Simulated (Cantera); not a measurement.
## Hydrocarbon pyrolysis for carbon deposition

A perfectly stirred reactor is fed with 4.35 % C2H6, 95.7 % H2, at 2900 Pa; it is held at 1800 K, and followed from long to short residence time.

Cantera simulation using GRI-Mech 3.0 (53 species, 325 reactions); the numbers are that mechanism's predictions, not measurements. GRI-Mech 3.0 stops at C3 and has no aromatics, soot or wall deposition, so with more carbon than oxygen in the feed, carbon stays in small species such as C2H2 where larger ones or solid carbon would form. Radical loss at walls, strong at low pressure, is not modelled.

```json
[
 {"τ (s)": "12", "x C2H6": "3.17e-7", "x H2": "0.956", "x CH3": "0.000137", "x CH2": "3.27e-7", "x C2H2": "0.0384", "x H": "0.00210"},
 {"τ (s)": "1.8", "x C2H6": "2.04e-6", "x H2": "0.954", "x CH3": "0.000338", "x CH2": "8.03e-7", "x C2H2": "0.0364", "x H": "0.00218"},
 {"τ (s)": "0.28", "x C2H6": "1.20e-5", "x H2": "0.949", "x CH3": "0.000787", "x CH2": "1.89e-6", "x C2H2": "0.0324", "x H": "0.00240"},
 {"τ (s)": "0.044", "x C2H6": "6.47e-5", "x H2": "0.942", "x CH3": "0.00169", "x CH2": "4.22e-6", "x C2H2": "0.0262", "x H": "0.00289"},
 {"τ (s)": "0.0067", "x C2H6": "0.000336", "x H2": "0.933", "x CH3": "0.00329", "x CH2": "8.61e-6", "x C2H2": "0.0187", "x H": "0.00373"},
 {"τ (s)": "0.0010", "x C2H6": "0.00178", "x H2": "0.927", "x CH3": "0.00548", "x CH2": "1.45e-5", "x C2H2": "0.0108", "x H": "0.00463"},
 {"τ (s)": "0.00016", "x C2H6": "0.00924", "x H2": "0.931", "x CH3": "0.00777", "x CH2": "1.80e-5", "x C2H2": "0.00327", "x H": "0.00449"}
]
```
x: mole fraction; the columns are a selection and need not sum to one.
